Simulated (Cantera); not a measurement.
Charge: 1 mol CH3F, 0.49 mol CH4, 7.6 mol H2, held at 402 °C and 75.0 mbar.

Equilibrium computed with Cantera from the NASA thermochemical tables; the gas is ideal and each condensed phase is pure. Candidate condensed phases: C, C6H6, C7H8, C8H18; 95 gas species. Rates play no part.

Base state: H2 0.726, CH4 0.164, HF 0.110 (mole fractions); condensed: gas only.

### Question
What changes in the equilibrium state with this change: pressure from 75.0 mbar to 13.3 mbar?

### Answer
```json
[
 {"species": "H2", "before": "0.726", "after": "0.777"},
 {"species": "CH4", "before": "0.164", "after": "0.117"},
 {"species": "HF", "before": "0.110", "after": "0.106"},
 {"species": "C(graphite), mol", "before": "0", "after": "0.378"}
]
```
